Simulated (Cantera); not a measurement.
A perfectly stirred reactor is fed with H2 : O2 : N2 = 1.4 : 1 : 14 (molar parts), at 97.5 Torr; it is held at 1298 K, and followed from long to short residence time.

Cantera simulation using the H2/O2 subset of GRI-Mech 3.0, which has no nitrogen chemistry; the numbers are that mechanism's predictions, not measurements. The temperature is held fixed by assumption; the heat of reaction is taken as removed at once.

Question: What does this change do: H2 1.4 to 0.59 parts?

Answer: 
```
quantity                before     after
--------------------  --------  --------
x(H2) at τ = 6.00 s   0.000156   3.46e-5
x(O2) at τ = 6.00 s     0.0191    0.0460
x(O) at τ = 6.00 s     5.95e-5   5.89e-5
x(OH) at τ = 6.00 s   0.000264  0.000173
x(H) at τ = 6.00 s     3.21e-5   8.57e-6
x(H2) at τ = 43.0 ms   0.00332  0.000804
x(O2) at τ = 43.0 ms    0.0205    0.0457
x(O) at τ = 43.0 ms    0.00144   0.00145
x(OH) at τ = 43.0 ms   0.00128  0.000869
x(H) at τ = 43.0 ms    0.00349   0.00107
```

Question: What does this change do: pressure from 97.5 Torr to 750 Torr?

Answer: 
```
quantity                before     after
--------------------  --------  --------
x(H2) at τ = 6.00 s   0.000156   1.97e-5
x(O2) at τ = 6.00 s     0.0191    0.0191
x(O) at τ = 6.00 s     5.95e-5   3.39e-6
x(OH) at τ = 6.00 s   0.000264   6.11e-5
x(H) at τ = 6.00 s     3.21e-5   5.64e-7
x(H2) at τ = 43.0 ms   0.00332  0.000513
x(O2) at τ = 43.0 ms    0.0205    0.0192
x(O) at τ = 43.0 ms    0.00144   9.97e-5
x(OH) at τ = 43.0 ms   0.00128  0.000315
x(H) at τ = 43.0 ms    0.00349   7.66e-5
```
